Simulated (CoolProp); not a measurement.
n-dodecane at several states: density (kg/m³) from the reference equation and from simpler models built on Tc = 385.0 °C, pc = 18.18 bar, ω = 0.574; each cubic takes its own stable root.

Computed with CoolProp (reference Helmholtz-energy equation of state, Lemmon 2004). It is a short technical equation, of lower accuracy than the large ones.

```
T (°C)  p (bar)   phase  reference
------  -------  ------  ---------
145.25     77.4  liquid      666.1
320.65    0.652     gas      2.299
227.55     2.88  liquid      583.8
```

### Question
How far does each simpler model (van der Waals, Peng-Robinson) lie from the reference over these 3 states: mean and median of the absolute difference, and the worst?

### Answer
- van der Waals: mean 47.8 %, median 44.8 %, worst -97.8 % at 227.55 °C and 2.88 bar
- Peng-Robinson: mean 4.7 %, median 6.9 %, worst -7.1 % at 145.25 °C and 77.4 bar

At some of these states van der Waals gives the other phase, because its saturation line lies elsewhere.
